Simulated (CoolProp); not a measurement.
The numbers come from the reference Helmholtz-energy equation of state, Lemmon 2006 in CoolProp. It is a short technical equation, of lower accuracy than the large ones.

Q: Give the vapour pressure (MPa), vapour density (kg/m³), surface tension (mN/m) of saturated C2F6 (R116) at 213.5, 217.9, 226.7 K.

A: 
| T (K) | p (MPa) | vapour density (kg/m³) | surface tension (mN/m) |
|---|---|---|---|
| 213.5 | 0.248 | 21.0 | 8.58 |
| 217.9 | 0.299 | 25.2 | 8.00 |
| 226.7 | 0.425 | 35.5 | 6.87 |

Surface tension comes from a separate correlation (Mulero 2012).
